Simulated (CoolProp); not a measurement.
Values from CoolProp's reference Helmholtz-energy equation of state, Span 2000.

### Question
For nitrogen, give the phase and the speed of sound (m/s), Joule-Thomson coefficient (K/MPa), viscosity (µPa s), Prandtl number at 88.9 K and 4.78 MPa; 246.1 K and 4.78 MPa; 344.4 K and 4.78 MPa.

### Answer
- 88.9 K and 4.78 MPa: liquid; speed of sound 780, Joule-Thomson coefficient -0.294, viscosity 116, Prandtl number 1.85
- 246.1 K and 4.78 MPa: supercritical; speed of sound 326, Joule-Thomson coefficient 2.66, viscosity 16.4, Prandtl number 0.775
- 344.4 K and 4.78 MPa: supercritical; speed of sound 390, Joule-Thomson coefficient 1.27, viscosity 20.5, Prandtl number 0.728

Viscosity comes from a separate model (Lemmon 2004). Thermal conductivity comes from a separate model (Lemmon 2004).
